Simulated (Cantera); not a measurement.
Input: 1 mol Si, a varied amount of NF3, at 5.33 Torr.

Equilibrium computed with Cantera from the NASA thermochemical tables; the gas is ideal and each condensed phase is pure. Candidate condensed phases: Si, Si3N4; 16 gas species. Mutual solubility and eutectic melting of coexisting phases are not modelled. The tables' values for SiF2, SiF3 are old estimates. The numbers say what is thermodynamically allowed, not how fast it happens.

Problem. What condenses at these points (T in K, n(NF3) in mol): (1723, 0.83); (1223, 2.7); (1523, 0.83); (1623, 0.83); (1623, 1.8); (1723, 5); (1623, 0.55)?

Solution. 
| T (K) | n(NF3) in mol | condensed phases | Si condensed (%) |
|---|---|---|---|
| 1723 | 0.83 | Si | 16.8 |
| 1223 | 2.7 | gas only | 0.0 |
| 1523 | 0.83 | Si3N4 | 33.9 |
| 1623 | 0.83 | Si3N4 | 27.9 |
| 1623 | 1.8 | gas only | 0.0 |
| 1723 | 5 | gas only | 0.0 |
| 1623 | 0.55 | Si + Si3N4 | 50.9 |
